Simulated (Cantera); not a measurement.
Input: 1 mol Si, 3.9 mol HCl, 17 mol H₂, equilibrated at 1448 K and 1.00 bar.

These are equilibrium values from Cantera (NASA tables, ideal gas, pure condensed phases), not measurements of a reactor. Candidate condensed phases: Si; 19 gas species. The tables' values for SiCl₃ are old estimates; treat these amounts as uncertain. The numbers say what is thermodynamically allowed, not how fast it happens.

Base state: H₂ 0.879, HCl 0.0784, SiCl₂ 0.0215, SiCl₄ 0.00688, SiHCl₃ 0.00660, SiCl₃ 0.00635, SiH₂Cl₂ 0.000978, SiH₃Cl 4.22e-5 (mole fractions); condensed: Si(s).

Task: What changes in the equilibrium state with this change: temperature from 1448 K to 1700 K?

Result: 
| species | before | after |
|---|---|---|
| H₂ | 0.879 | 0.861 |
| HCl | 0.0784 | 0.0958 |
| SiCl₂ | 0.0215 | 0.0382 |
| SiCl | 2.82e-7 | 1.14e-5 |
| Cl | 6.28e-7 | 1.18e-5 |
| SiH₂ | 6.58e-7 | 1.22e-5 |
| H | 8.64e-6 | 0.000137 |
| SiCl₄ | 0.00688 | 0.000520 |
| Si(s), mol | 0.129 | 0 |
| Si(l), mol | 0 | 0.101 |
The tables' values for SiCl₃, SiCl are old estimates; treat these amounts as uncertain. Gases not in the tables: Si₂H₆ and higher silanes.
